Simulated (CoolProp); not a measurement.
Vapour-liquid equilibrium of cyclohexane (1) + n-nonane (2) at 429.6 K; x and y are mole fractions of (1).

Values from CoolProp's multi-fluid Helmholtz-energy mixture model, Zhou 2014 and Lemmon 2006; pair parameters Bell 2016.

| x | bubble pressure, mixture model (MPa) | bubble pressure, Raoult's law (MPa) | y, mixture model | y, Raoult's law |
|---|---|---|---|---|
| 0.05 | 0.1416 | 0.1430 | 0.200 | 0.220 |
| 0.15 | [?] | 0.1941 | 0.446 | 0.485 |
| 0.25 | 0.2336 | 0.2451 | 0.596 | 0.640 |
| 0.35 | 0.2797 | 0.2962 | 0.700 | 0.742 |
| 0.45 | [?] | 0.3472 | 0.778 | 0.814 |
| 0.55 | 0.3772 | 0.3983 | 0.839 | 0.867 |
| 0.65 | 0.4294 | 0.4493 | 0.888 | 0.908 |
| 0.75 | 0.4841 | 0.5004 | 0.929 | 0.941 |
| 0.85 | [?] | 0.5514 | 0.962 | 0.968 |
| 0.95 | [?] | 0.6025 | 0.988 | 0.990 |

Fill in the missing entries.


- 0.15, bubble pressure, mixture model (MPa): 0.1880
- 0.45, bubble pressure, mixture model (MPa): 0.3274
- 0.85, bubble pressure, mixture model (MPa): 0.5407
- 0.95, bubble pressure, mixture model (MPa): 0.5988

The largest gap from Raoult's law is -5.7 % in bubble pressure, at x = 0.45. No azeotrope shows between x = 0.05 and 0.95.

The pair parameters rest on a limited set of measurements; away from them the model extrapolates.
